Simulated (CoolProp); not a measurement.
A single-stage vapour-compression cycle with R152A: evaporating at 248.15 K (dew point), condensing at 306.15 K (bubble point), superheat 10 K, subcooling 5 K, compressor efficiency 0.6, no pressure losses. Each further row changes one setting.

Values from CoolProp's reference Helmholtz-energy equation of state, Outcalt 1996. It is a modified Benedict-Webb-Rubin equation, recast in Helmholtz form.

| case | cooling COP | pressure ratio | discharge temperature (K) | refrigerating effect (kJ/kg) | volumetric capacity (kJ/m³) |
|---|---|---|---|---|---|
| as stated | ___ | 7.74 | 377.3 | 250 | 774 |
| evaporating temperature 253.15 K | 2.38 | ___ | ___ | 254 | 964 |
| condensing temperature 301.15 K | 2.34 | 6.71 | ___ | 259 | 801 |
| subcooling 10 K | 2.17 | 7.74 | 377.3 | 259 | 801 |
| superheat 20 K | 2.08 | 7.74 | 388.9 | 260 | 770 |
| compressor efficiency 0.5 | ___ | 7.74 | ___ | 250 | 774 |

Fill in the missing entries.


- as stated, cooling COP: 2.09
- evaporating temperature 253.15 K, pressure ratio: 6.22
- evaporating temperature 253.15 K, discharge temperature (K): 370.2
- condensing temperature 301.15 K, discharge temperature (K): 368.9
- compressor efficiency 0.5, cooling COP: 1.74
- compressor efficiency 0.5, discharge temperature (K): 395.6
